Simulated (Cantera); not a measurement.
Feed: 1 mol Cu2O, 0.31 mol CH4, 0.059 mol CO, equilibrated at 1775 K and 0.190 bar.

Equilibrium computed with Cantera from the NASA thermochemical tables; the gas is ideal and each condensed phase is pure. Candidate condensed phases: C, C6H6, C7H8, C8H18, Cu, CuO, Cu(OH)2, Cu2O, H2O; 113 gas species. Equilibrium is a limit: real reactors are often held back by kinetics, nucleation or transport.

Base state: H2O 0.502, CO2 0.194, CO 0.178, H2 0.124, Cu 0.00213, H 0.000233, OH 5.90e-5 (mole fractions); condensed: Cu(l).

Task: What changes in the equilibrium state with this change: temperature from 1775 K to 873 K?

Result: 
| species | before | after |
|---|---|---|
| H2O | 0.502 | 0.393 |
| CO2 | 0.194 | 0.305 |
| H2 | 0.124 | 0.234 |
| CO | 0.178 | 0.0680 |
| Cu | 0.00213 | <1e-9 |
| H | 0.000233 | <1e-9 |
| CH4 | <1e-9 | 0.000152 |
| OH | 5.90e-5 | <1e-9 |
| Cu(l), mol | 2.00 | 0 |
| Cu(s), mol | 0 | 2.00 |
